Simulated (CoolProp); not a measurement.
The numbers come from the reference Helmholtz-energy equation of state, Lemmon 2006 in CoolProp. It is a short technical equation, of lower accuracy than the large ones.

### Question
Give the vapour pressure (kPa), vapour density (kg/m³), liquid cp (kJ/(kg K)), surface tension (mN/m) of saturated CH3F (R41) at 195.4, 290.2 K.

### Answer
```json
[
 {"T (K)": "195.4", "p (kPa)": "105", "vapour density (kg/m³)": "2.29", "liquid cp (kJ/(kg K))": "2.07", "surface tension (mN/m)": "15.4"},
 {"T (K)": "290.2", "p (kPa)": "3160", "vapour density (kg/m³)": "72.3", "liquid cp (kJ/(kg K))": "3.17", "surface tension (mN/m)": "2.38"}
]
```

Surface tension comes from a separate correlation (Mulero 2012).
